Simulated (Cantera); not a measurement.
An isothermal, constant-pressure homogeneous reactor starts with 44.6 % CH4, 38.8 % CO2, 16.5 % H2, at 1200 K and 3750 Torr.

Computed with Cantera and GRI-Mech 3.0 (53 species, 325 reactions).

One state of this run: x CH4 = 0.388; x CO2 = 0.243; x H2 = 0.0759; x CH2 = <1e-12; x CH3 = 2.03e-6. x: mole fraction; the columns are a selection and need not sum to one.

Q: Which value of t (s) does it belong to?
A. 0.273
B. 0.00140
C. 200
D. 0.00523

A: C, 200
